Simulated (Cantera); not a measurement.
An isothermal, constant-pressure homogeneous reactor starts with H₂ : O₂ : N₂ = 0.0053 : 1 : 0.3 (molar parts), equivalence ratio 0.0027, at 1298 K and 2670 Pa. Integrator tolerance rtol = 1e-08.

Detailed kinetics in Cantera: GRI-Mech 3.0 (53 species, 325 reactions). Radical loss at walls, strong at low pressure, is not modelled.

Problem. What does this change do: 0.08 parts H2O added?

Solution. 
```
quantity                                            before                                     after
----------------  ----------------------------------------  ----------------------------------------
x(H₂) at 10.0 s    1.60e-8 (gas-phase equilibrium 2.40e-9)   5.63e-8 (gas-phase equilibrium 3.75e-8)
x(O₂) at 10.0 s        0.766 (gas-phase equilibrium 0.765)       0.721 (gas-phase equilibrium 0.721)
x(NO) at 10.0 s   4.18e-8 (gas-phase equilibrium 0.000405)  6.03e-9 (gas-phase equilibrium 0.000382)
x(O) at 10.0 s     6.09e-6 (gas-phase equilibrium 9.20e-7)   1.34e-6 (gas-phase equilibrium 8.93e-7)
x(HO₂) at 10.0 s   8.84e-9 (gas-phase equilibrium 7.90e-9)   2.58e-8 (gas-phase equilibrium 2.94e-8)
x(H) at 10.0 s    5.50e-9 (gas-phase equilibrium 3.24e-10)   2.35e-9 (gas-phase equilibrium 1.28e-9)
```

Problem. What does this change do: pressure from 2670 Pa to 980 Pa?

Solution. 
```json
[
 {"quantity": "x(H₂) at 10.0 s", "before": "1.60e-8 (gas-phase equilibrium 2.40e-9)", "after": "3.75e-7 (gas-phase equilibrium 3.96e-9)"},
 {"quantity": "x(O₂) at 10.0 s", "before": "0.766 (gas-phase equilibrium 0.765)", "after": "0.765 (gas-phase equilibrium 0.765)"},
 {"quantity": "x(NO) at 10.0 s", "before": "4.18e-8 (gas-phase equilibrium 0.000405)", "after": "4.14e-8 (gas-phase equilibrium 0.000405)"},
 {"quantity": "x(O) at 10.0 s", "before": "6.09e-6 (gas-phase equilibrium 9.20e-7)", "after": "0.000144 (gas-phase equilibrium 1.52e-6)"},
 {"quantity": "x(HO₂) at 10.0 s", "before": "8.84e-9 (gas-phase equilibrium 7.90e-9)", "after": "2.90e-8 (gas-phase equilibrium 6.15e-9)"},
 {"quantity": "x(H) at 10.0 s", "before": "5.50e-9 (gas-phase equilibrium 3.24e-10)", "after": "6.32e-7 (gas-phase equilibrium 6.85e-10)"}
]
```
